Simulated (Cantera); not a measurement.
An isothermal, constant-pressure homogeneous reactor starts with 0.143 % H₂, 7.13 % O₂, 92.7 % N₂, equivalence ratio 0.010, at 1223 K and 1.28 Torr.

Model: GRI-Mech 3.0 (53 species, 325 reactions), integrated in Cantera. Radical loss at walls, strong at low pressure, is not modelled.

Q: Predict: x(H₂) at 4.00 s; x(O₂) at 4.00 s; x(NO) at 4.00 s; x(O) at 4.00 s; x(N₂O) at 4.00 s; x(H₂O) at 4.00 s; x(HO₂) at 4.00 s.

A: 
```json
{
 "x(H₂) at 4.00 s": "1.07e-5 (gas-phase equilibrium 2.66e-9)",
 "x(O₂) at 4.00 s": "0.0700 (gas-phase equilibrium 0.0706)",
 "x(NO) at 4.00 s": "2.61e-9 (gas-phase equilibrium 0.000147)",
 "x(O) at 4.00 s": "0.00114 (gas-phase equilibrium 2.62e-7)",
 "x(N₂O) at 4.00 s": "2.22e-9 (gas-phase equilibrium 4.54e-10)",
 "x(H₂O) at 4.00 s": "0.00131 (gas-phase equilibrium 0.00143)",
 "x(HO₂) at 4.00 s": "1.34e-8 (gas-phase equilibrium 1.85e-10)"
}
```
